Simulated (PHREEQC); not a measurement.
## Nickel, zinc or cadmium bath (model solution)

Make-up at 25 °C: 0.042 mol/kgw CdSO4, 0.085 mol/kgw H3BO3 and 0.05 mol/kgw HCl. Closed to the air; pH follows from the charge balance.

Computed with PHREEQC (ion-association model, phreeqc.dat).

This is a speciation only: nothing precipitates in the calculation.

Question: Predict the pH, density, ionic strength.

Answer: pH 1.57; density 1.008 g/cm³; ionic strength 0.110 mol/kgw.

Question: In which forms is Cd present?

Answer: CdCl+ 39 %, Cd+2 36 %, CdSO4 19 %, Cd(SO4)2-2 3.0 %, CdCl2 2.9 % of the Cd.
